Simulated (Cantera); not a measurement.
Cantera run, input and output.

```python
import numpy as np
import cantera as ct

gas = ct.Solution("gri30.yaml")
gas.TPX = 700, 91000, {'C2H6': 0.76, 'O2': 7.14, 'N2': 26.9, 'H2O': 1}
inlet = ct.Reservoir(gas, clone=True)
gas.equilibrate("HP")  # start burning
reactor = ct.IdealGasConstPressureReactor(gas, energy="on", clone=False)
exhaust = ct.Reservoir(gas, clone=True)
tau = [0.02, 0.011, 0.0054, 0.0028, 0.0014, 0.00075, 0.00039, 0.0002, 0.0001, 5.3e-05, 2.7e-05, 1.4e-05][0]
for a, b in ((inlet, reactor), (reactor, exhaust)):
    ct.MassFlowController(a, b, mdot=lambda t: reactor.mass / tau)
net = ct.ReactorNet([reactor])
show = ['C2H6', 'O2', 'H2O', 'H2O2', 'NO2']

rows = []
print(f"{'tau/s':>10s}{'T/K':>9s}" + "".join(f"{s:>11s}" for s in show))
for tau in [0.02, 0.011, 0.0054, 0.0028, 0.0014, 0.00075, 0.00039, 0.0002, 0.0001, 5.3e-05, 2.7e-05, 1.4e-05]:
    net.initial_time = 0.0
    net.advance(30 * tau)
    before = gas.X
    net.advance(40 * tau)
    drift = np.max(np.abs(gas.X - before) / (gas.X + 1e-9))
    rows.append([gas.T, *gas[show].X, drift])
    print(f"{tau:10.3e}{gas.T:9.1f}" + "".join(f"{x:11.3e}" for x in gas[show].X))
```

Output:

```
     tau/s      T/K       C2H6         O2        H2O       H2O2        NO2
 2.000e-02   1534.6  7.435e-06  1.240e-01  8.989e-02  2.557e-07  8.520e-09
 1.100e-02   1528.6  1.106e-05  1.241e-01  8.968e-02  3.244e-07  6.188e-09
 5.400e-03   1517.9  1.807e-05  1.245e-01  8.935e-02  4.292e-07  4.160e-09
 2.800e-03   1502.7  2.942e-05  1.251e-01  8.894e-02  5.591e-07  2.908e-09
 1.400e-03   1477.3  5.294e-05  1.264e-01  8.833e-02  7.578e-07  2.000e-09
 7.500e-04   1437.5  1.066e-04  1.288e-01  8.744e-02  1.078e-06  1.332e-09
 3.900e-04    700.0  2.123e-02  1.994e-01  2.793e-02  1.747e-17  1.037e-20
 2.000e-04    700.0  2.123e-02  1.994e-01  2.793e-02  6.677e-21  3.965e-24
 1.000e-04    700.0  2.123e-02  1.994e-01  2.793e-02  1.982e-22  1.177e-25
 5.300e-05    700.0  2.123e-02  1.994e-01  2.793e-02  9.231e-24  5.480e-27
 2.700e-05    700.0  2.123e-02  1.994e-01  2.793e-02  5.239e-25  3.108e-28
 1.400e-05    700.0  2.123e-02  1.994e-01  2.793e-02  3.317e-26  1.963e-29
```

Detailed kinetics in Cantera: GRI-Mech 3.0 (53 species, 325 reactions).
